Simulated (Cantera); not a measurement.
Mixture: 6.05 % C3H8, 17.8 % O2, 76.2 % N2, at 100000 Pa, adiabatic and at constant volume. Ignition delay is the time to a rise of 400 K.

Model: GRI-Mech 3.0 (53 species, 325 reactions), integrated in Cantera. GRI-Mech 3.0 was tuned for natural gas; its chemistry of propane as a main component is partial and can be far from experiment.

Question: Predict: delay at 1250 K; delay at 1325 K; delay at 1400 K; delay at 1475 K; delay at 1550 K; apparent activation energy between 1400 and 1550 K.

Answer: 
| Quantity | Result |
|---|---|
| delay at 1250 K | 2.42 ms |
| delay at 1325 K | 0.683 ms |
| delay at 1400 K | 0.240 ms |
| delay at 1475 K | 0.103 ms |
| delay at 1550 K | 52.1 µs |
| apparent activation energy between 1400 and 1550 K | 180 kJ/mol |
